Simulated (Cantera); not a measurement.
A closed system holds: 1 mol PbO, 0.98 mol CH4, 0.053 mol CO, equilibrated at 16.0 mbar.

Method: chemical equilibrium by Gibbs-energy minimisation in Cantera with the NASA 1993 tables (ideal gas, pure condensed phases). Candidate condensed phases: C, C6H6, C7H8, C8H18, H2O, Pb, PbO, PbO2, Pb3O4; 113 gas species. Rates play no part. All values below are at 1448 K.

Base state: H2 0.487, CO 0.258, Pb 0.250, H2O 0.00409, CO2 0.000915, H 5.08e-5, Pb2 2.04e-5 (mole fractions); condensed: gas only.

Problem. What changes in the equilibrium state with this change: PbO replaced by MgO?

Solution. 
```csv
species,before,after
H2,0.487,0.953
CO,0.258,0.0363
Mg,0,0.0106
Pb,0.250,0
CO2,0.000915,2.26e-8
Pb2,2.04e-5,0
MgH,0,1.27e-5
CH4,1.57e-8,4.85e-5
H2O,0.00409,1.40e-6
"C(graphite), mol",0,0.958
"MgO(s), mol",0,0.978
```
The tables' values for MgH are old estimates; treat these amounts as uncertain. Further candidate phases: Mg, MgCO3, MgO, Mg(OH)2.
